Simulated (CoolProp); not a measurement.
Octamethylcyclotetrasiloxane (D4) at several states: density (kg/m³) from the reference equation and from simpler models built on Tc = 313.4 °C, pc = 13.47 bar, ω = 0.598; each cubic takes its own stable root.

Model: reference Helmholtz-energy equation of state, Thol 2015, in CoolProp.

| T (°C) | p (bar) | phase | reference | van der Waals | Redlich-Kwong |
|---|---|---|---|---|---|
| 236.55 | 6.48 | liquid | 672.6 | 61.28 | 529.4 |
| 38.05 | 22.2 | liquid | 939.3 | 540.9 | 791.7 |
| 320.55 | 0.156 | gas | 0.9411 | 0.9405 | 0.9410 |
| 305.75 | 0.527 | gas | 3.296 | 3.287 | 3.294 |
| 64.65 | 26.3 | liquid | 910.0 | 531.2 | 771.7 |
| 338.65 | 56.6 | supercritical | 569.8 | 428.3 | 532.4 |

At some of these states van der Waals gives the other phase, because its saturation line lies elsewhere.
